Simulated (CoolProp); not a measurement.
Vapour-liquid equilibrium of R13 (1) + R11 (2) at 0.204 MPa; x and y are mole fractions of (1).

The numbers come from the multi-fluid Helmholtz-energy mixture model, Platzer 1990 and Jacobsen 1992; pair parameters Bell 2016 in CoolProp. This equation is an older, rougher fit; its heat capacities, sound speeds and derivatives of the liquid may be far off and weren't checked against measurements.

Question: Give the bubble temperature and the first vapour's composition at x = 0.2, 0.8, 0.95. Is there an azeotrope?

Answer: x = 0.2: -37.6 °C, y = 0.974; x = 0.8: -63.0 °C, y = 0.998; x = 0.95: -66.1 °C, y = 0.999. No azeotrope shows between x = 0.05 and 0.95.

The pair parameters rest on a limited set of measurements; away from them the model extrapolates. With so large a gap from Raoult's law the liquid may split in two, which this calculation doesn't test in full.
